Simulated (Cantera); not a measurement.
Charge: 1 mol HgO, 0.17 mol H₂, held at 775 K.

Equilibrium computed with Cantera from the NASA thermochemical tables; the gas is ideal and each condensed phase is pure. Candidate condensed phases: H₂O, Hg, HgO; 10 gas species. Equilibrium is a limit: real reactors are often held back by kinetics, nucleation or transport.

Problem. At 1.50 bar, list the 3 most abundant gas species with their mole fractions, and the condensed phases.

Solution. Hg 0.631, O₂ 0.262, H₂O 0.107. Condensed: gas only.
